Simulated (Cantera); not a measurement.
**Stirred combustor or abatement burner**

A perfectly stirred reactor is fed with H₂ : O₂ : N₂ : H₂O = 1 : 1.09 : 4.09 : 0.76 (molar parts), equivalence ratio 0.46, at 1.80 bar; it is adiabatic with a 600 K inlet, and is followed from long to short residence time, starting on the burning branch (τ in s: 0.021, 0.01, 0.0051, 0.0025, 0.0012, 0.00058, 0.00028, 0.00014, 6.7e-05, 3.3e-05).

Computed with Cantera and GRI-Mech 3.0 (53 species, 325 reactions).

| τ (s) | T (K) | x H₂ | x O₂ | x H₂O | x H₂O₂ | x HO₂ | x H | x OH |
|---|---|---|---|---|---|---|---|---|
| 0.021 | 1650 | 0.000252 | 0.0914 | 0.272 | 3.70e-7 | 5.36e-6 | 1.59e-5 | 0.00117 |
| 0.010 | 1647 | 0.000412 | 0.0913 | 0.272 | 5.12e-7 | 8.49e-6 | 3.31e-5 | 0.00148 |
| 0.0051 | 1643 | 0.000643 | 0.0913 | 0.271 | 6.84e-7 | 1.28e-5 | 6.43e-5 | 0.00182 |
| 0.0025 | 1637 | 0.00103 | 0.0913 | 0.271 | 9.22e-7 | 1.96e-5 | 0.000130 | 0.00227 |
| 0.0012 | 1628 | 0.00166 | 0.0913 | 0.270 | 1.25e-6 | 2.96e-5 | 0.000266 | 0.00282 |
| 0.00058 | 1614 | 0.00267 | 0.0914 | 0.268 | 1.69e-6 | 4.33e-5 | 0.000534 | 0.00344 |
| 0.00028 | 1593 | 0.00427 | 0.0917 | 0.265 | 2.32e-6 | 6.12e-5 | 0.00105 | 0.00410 |
| 0.00014 | 1562 | 0.00667 | 0.0924 | 0.261 | 3.23e-6 | 8.22e-5 | 0.00193 | 0.00468 |
| 6.7e-5 | 1512 | 0.0109 | 0.0940 | 0.255 | 4.87e-6 | 0.000109 | 0.00348 | 0.00505 |
| 3.3e-5 | 1436 | 0.0188 | 0.0977 | 0.245 | 7.92e-6 | 0.000143 | 0.00554 | 0.00483 |
x: mole fraction; the columns are a selection and need not sum to one.
